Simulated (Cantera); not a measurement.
Cantera run:

```python
import numpy as np
import cantera as ct

gas_names = [...]  # 123 gases of nasa_gas.yaml made of C, H, O, Si
cond_names = """
    C(gr) C6H6(L) C7H8(L) C8H18(L),n-octa H2O(s) H2O(L) Si(cr) Si(L) SiC(b) SiO2(Lqz) SiO2(hqz) SiO2(L)
""".split()


# ... load() reads the species with a 1 bar reference pressure and builds the phases ...
atoms = {
    'SiC': {'Si': 1, 'C': 1},
    'O2': {'O': 2},
    'H2': {'H': 2},
}
top_T = {'C(gr)': 4500, 'SiC(b)': 3050}  # K; cautious upper limits of use, not melting points


# ... equilibrate(T, P, feed) seeds the gas with the atoms and calls Mixture.equilibrate('TP', solver="vcs", rtol=1e-11, max_steps=5000) ...
results = []
feed = {'SiC': 1, 'O2': 0.12, 'H2': 1.5}  # mol
P = 33  # Pa
for T in [1400, 1450, 1500, 1550, 1600, 1650, 1700, 1750, 1800, 1850, 1900]:
    mix = equilibrate(T, P, feed)
    results.append((T, P, feed, dict(zip(mix.species_names, mix.species_moles))))
    x = sorted(zip(gas.X, gas.species_names), reverse=True)
    print(f"T = {T:g} K  P = {P:g} Pa  gas = {mix.phase_moles(0):.4g} mol")
    print("   x: " + "  ".join(f"{s} {v:.3e}" for v, s in x if v > 1e-06))
    print("   condensed (mol): " + ("  ".join(f"{mix.phase(i).name} {mix.phase_moles(i):.4g}"
          for i in range(1, mix.n_phases) if mix.phase_moles(i) > 1e-12) or "none"))
```

It prints:

```
T = 1400 K  P = 33 Pa  gas = 1.74 mol
   x: H2 8.618e-01  CO 6.896e-02  SiO 6.896e-02  H 2.486e-04  H2O 2.065e-06
   condensed (mol): SiC(b) 0.88
T = 1450 K  P = 33 Pa  gas = 1.74 mol
   x: H2 8.616e-01  CO 6.895e-02  SiO 6.895e-02  H 4.833e-04  Si 1.398e-06  H2O 1.231e-06
   condensed (mol): SiC(b) 0.88
T = 1500 K  P = 33 Pa  gas = 1.741 mol
   x: H2 8.612e-01  CO 6.894e-02  SiO 6.893e-02  H 8.993e-04  Si 5.249e-06
   condensed (mol): SiC(b) 0.88
T = 1550 K  P = 33 Pa  gas = 1.741 mol
   x: H2 8.606e-01  CO 6.892e-02  SiO 6.890e-02  H 1.608e-03  Si 1.809e-05
   condensed (mol): SiC(b) 0.88
T = 1600 K  P = 33 Pa  gas = 1.743 mol
   x: H2 8.594e-01  CO 6.890e-02  SiO 6.884e-02  H 2.775e-03  Si 5.764e-05  SiH 2.115e-06
   condensed (mol): SiC(b) 0.8799
T = 1650 K  P = 33 Pa  gas = 1.744 mol
   x: H2 8.576e-01  CO 6.888e-02  SiO 6.870e-02  H 4.631e-03  Si 1.710e-04  SiH 5.256e-06  SiH2 1.564e-06
   condensed (mol): SiC(b) 0.8798
T = 1700 K  P = 33 Pa  gas = 1.747 mol
   x: H2 8.547e-01  CO 6.892e-02  SiO 6.843e-02  H 7.499e-03  Si 4.750e-04  SiH 1.234e-05  Si2C 2.866e-06  SiH2 2.802e-06
   condensed (mol): SiC(b) 0.8796
T = 1750 K  P = 33 Pa  gas = 1.753 mol
   x: H2 8.500e-01  CO 6.911e-02  SiO 6.783e-02  H 1.180e-02  Si 1.239e-03  SiH 2.746e-05  Si2C 1.001e-05  SiH2 4.824e-06  Si2 1.746e-06
   condensed (mol): SiC(b) 0.8789
T = 1800 K  P = 33 Pa  gas = 1.761 mol
   x: H2 8.425e-01  CO 6.970e-02  SiO 6.655e-02  H 1.809e-02  Si 3.039e-03  SiH 5.780e-05  Si2C 3.228e-05  SiH2 7.963e-06  Si2 5.798e-06
   condensed (mol): SiC(b) 0.8772
T = 1850 K  P = 33 Pa  gas = 1.777 mol
   x: H2 8.307e-01  CO 7.116e-02  SiO 6.393e-02  H 2.703e-02  Si 6.971e-03  SiH 1.144e-04  Si2C 9.584e-05  Si2 1.740e-05  SiH2 1.249e-05  C2H2,acetylene 1.545e-06  Si3 1.438e-06
   condensed (mol): SiC(b) 0.8734
T = 1900 K  P = 33 Pa  gas = 1.803 mol
   x: H2 8.122e-01  CO 7.425e-02  SiO 5.887e-02  H 3.937e-02  Si 1.480e-02  Si2C 2.595e-04  SiH 2.103e-04  Si2 4.605e-05  SiH2 1.834e-05  Si3 4.022e-06  SiC2 3.444e-06  C2H2,acetylene 2.853e-06
   condensed (mol): SiC(b) 0.8656
```

These are equilibrium values from Cantera (NASA tables, ideal gas, pure condensed phases), not measurements of a reactor. Gases not in the tables: Si2H6 and higher silanes.
